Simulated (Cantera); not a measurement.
Input: 1 mol Si, 5.6 mol F2, equilibrated at 548 K and 4.30 Pa.

Cantera equilibrium calculation (NASA polynomials, part measured and part estimated; ideal gas, pure solids and liquids). Candidate condensed phases: Si; 9 gas species. Rates play no part.

Base state: F2 0.779, SiF4 0.217, F 0.00406 (mole fractions); condensed: gas only.

Task: What changes in the equilibrium state with this change: pressure from 4.30 Pa to 25.0 mbar?

Result: 
| species | before | after |
|---|---|---|
| F2 | 0.779 | 0.782 |
| SiF4 | 0.217 | 0.217 |
| F | 0.00406 | 0.000169 |

Task: What changes in the equilibrium state with this change: temperature from 548 K to 698.15 K?

Result: 
```
species   before  after
-------  -------  -----
F2         0.779  0.633
SiF4       0.217  0.199
F        0.00406  0.168
```
